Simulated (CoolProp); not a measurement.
A closed Brayton cycle with nitrogen: compressor inlet 305.15 K and 2.9 MPa, high pressure 5.49 MPa, turbine inlet 705 K, compressor efficiency 0.8, turbine efficiency 0.93, recuperator effectiveness 0.9 (on enthalpy, no pinch check). Each further row changes one setting.

Values from CoolProp's reference Helmholtz-energy equation of state, Span 2000.

```csv
case,thermal efficiency (%),net work (kJ/kg),compressor to turbine work,compressor exit (K),turbine exit (K)
as stated,25.5,36.2,0.69,381.9,599.8
turbine inlet 655 K,…,27.9,…,381.9,556.3
compressor inlet 315.15 K,23.8,33.4,0.71,…,599.8
high pressure 4.67 MPa,25.5,30.3,0.66,361.1,…
recuperator effectiveness 0.5,…,36.2,0.69,381.9,599.8
```

### Question
What belongs in the gaps?

### Answer

- turbine inlet 655 K, thermal efficiency (%): 21.6
- turbine inlet 655 K, compressor to turbine work: 0.74
- compressor inlet 315.15 K, compressor exit (K): 394.4
- high pressure 4.67 MPa, turbine exit (K): 625.0
- recuperator effectiveness 0.5, thermal efficiency (%): 15.4
